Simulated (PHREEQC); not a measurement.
**Alkaline etch or developer (model solution)**

Solution (25 °C): 0.0071 mol/kgw NH3 and 4.9e-07 mol/kgw H4SiO4. Closed to the air; pH follows from the charge balance.

All values are PHREEQC results (ion-association model, wateq4f.dat), not measurements.

| Item | Value |
|---|---|
| pH | 10.54 |
| ionic strength | 0.000352 mol/kgw |
| total alkalinity | 7.10 meq/kg |

```csv
species,molality,activity,log γ
NH3,0.00675,0.00675,0.000
NH4+,0.000352,0.000345,-0.009
OH-,0.000352,0.000344,-0.009
H3SiO4-,4.10e-7,4.01e-7,-0.009
H4SiO4,7.91e-8,7.91e-8,0.000
H2SiO4-2,1.02e-9,9.38e-10,-0.037
```

This is a speciation only: nothing precipitates in the calculation. Complexes and solids missing from the database can't appear.
